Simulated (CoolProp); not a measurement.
Decamethylcyclopentasiloxane (D5) along the isobar 707 kPa: Z from the reference equation and from simpler models built on Tc = 345.1 °C, pc = 1078 kPa, ω = 0.631; each cubic takes its own stable root.

Values from CoolProp's reference Helmholtz-energy equation of state, Thol 2019.

```tsv
T (°C)	phase	reference
130.45	liquid	0.09277
154.55	liquid	0.09044
178.55	liquid	0.08867
202.55	liquid	0.08746
226.65	liquid	0.08688
250.65	liquid	0.08709
274.75	liquid	0.08845
298.75	liquid	0.09195
322.85	gas	0.6302
346.85	gas	0.7129
```

Task: How far does each simpler model (van der Waals, Peng-Robinson) lie from the reference over these 10 states: mean and median of the absolute difference, and the worst?

Result: 
- van der Waals: mean 120.5 %, median 78.9 %, worst +628.0 % at 298.75 °C and 707 kPa
- Peng-Robinson: mean 2.2 %, median 1.2 %, worst +8.2 % at 298.75 °C and 707 kPa

At some of these states van der Waals gives the other phase, because its saturation line lies elsewhere.
